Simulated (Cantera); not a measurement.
Input: 1 mol CuF2, 0.075 mol H2O, 0.64 mol N2, at 2050 K and 0.130 bar.

These are equilibrium values from Cantera (NASA tables, ideal gas, pure condensed phases), not measurements of a reactor. Rates play no part.

```json
[
 {"species": "HF", "before": "0.0734", "after": "0.413"},
 {"species": "H2O", "before": "<1e-9", "after": "0.170"},
 {"species": "N2", "before": "0.313", "after": "0.161"},
 {"species": "CuF2", "before": "0.311", "after": "8.11e-5"},
 {"species": "F", "before": "0.105", "after": "5.22e-5"},
 {"species": "Cu", "before": "4.94e-5", "after": "0.0521"},
 {"species": "O2", "before": "0.0174", "after": "0.100"},
 {"species": "CuF", "before": "0.178", "after": "0.0935"},
 {"species": "H2", "before": "<1e-9", "after": "0.000623"},
 {"species": "Cu2", "before": "<1e-9", "after": "0.000254"},
 {"species": "OH", "before": "1.73e-7", "after": "0.00470"},
 {"species": "H", "before": "1.39e-8", "after": "0.000157"},
 {"species": "CuO", "before": "2.39e-7", "after": "0.000607"},
 {"species": "O", "before": "0.000356", "after": "0.000855"},
 {"species": "Cu(l), mol", "before": "0", "after": "0.420"}
]
```
Gas species are given as mole fractions.

Task: Which change was made?
(A) H2O from 0.075 to 7 mol
(B) pressure from 0.130 bar to 25.0 mbar
(C) H2O from 0.075 to 9.9 mol
(D) H2O from 0.075 to 1.5 mol

Result: D, H2O from 0.075 to 1.5 mol
